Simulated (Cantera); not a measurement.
Charge: 1 mol SiHCl3, 5 mol NH3, a varied amount of H2, equilibrated at 1330 Pa.

Method: chemical equilibrium by Gibbs-energy minimisation in Cantera with the NASA 1993 tables (ideal gas, pure condensed phases). Candidate condensed phases: NH4Cl, Si, Si3N4; 28 gas species. Mutual solubility and eutectic melting of coexisting phases are not modelled. The tables' values for SiCl3 are old estimates. The numbers say what is thermodynamically allowed, not how fast it happens.

Stable condensed phases, one row left out:

```
T in K \ n(H2) in mol
         12 22 33 43 54 64 75 85
   2048   A  A  A  A  A  A  A  A
   1948   A  A  A  A  A  A  A  A
   1848   A  A  A  A  A  A  A  A
   1748   A  A  A  A  A  A  A  A
   1548   B  B  B  B  B  B  B  B
   1448   B  B  B  B  B  B  B  B
   1348   B  B  B  B  B  B  B  B
   1248   B  B  B  B  B  B  B  B
   1148   B  B  B  B  B  B  B  B
   1048   B  B  B  B  B  B  B  B
    948   B  B  B  B  B  B  B  B
    848   B  B  B  B  B  B  B  B
```

A: Si; B: Si3N4.

Question: Give the row for 1648 K.

Answer: 12: Si3N4; 22: Si3N4; 33: Si + Si3N4; 43: Si; 54: Si; 64: Si; 75: Si; 85: Si.
